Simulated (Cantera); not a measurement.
Charge: 1 mol SiC, 0.0062 mol H2O, 980 mol H2, equilibrated at 975 K and 0.150 bar.

These are equilibrium values from Cantera (NASA tables, ideal gas, pure condensed phases), not measurements of a reactor. Candidate condensed phases: C, C6H6, C7H8, C8H18, H2O, Si, SiC, SiO2; 123 gas species. Rates play no part.

### Question
What is the equilibrium state?

### Answer
* **x(H2)**: 1.000
* **x(CH4)**: 5.86e-6
* **n(Si(s))**: 0.00259 mol
* **n(SiC(s))**: 0.994 mol
* **n(SiO2(β-quartz))**: 0.00310 mol
* **gas amount**: 980.0 mol
* **log10 activity of C(graphite) (absent)**: -3.51
